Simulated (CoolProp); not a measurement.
Vapour-liquid equilibrium of ethane (1) + C3F8 (R218) (2) at 248.2 K; x and y are mole fractions of (1).

Values from CoolProp's multi-fluid Helmholtz-energy mixture model, Bücker 2006 and Lemmon 2006; pair parameters Bell 2016.

**Question.** Give the bubble pressure and the first vapour's composition at x = 0.05, 0.2, 0.5. Is there an azeotrope?

**Answer.** x = 0.05: 2.688 bar, y = 0.382; x = 0.2: 5.526 bar, y = 0.718; x = 0.5: 8.997 bar, y = 0.854. No azeotrope shows between x = 0.05 and 0.95.

The pair parameters rest on a limited set of measurements; away from them the model extrapolates.
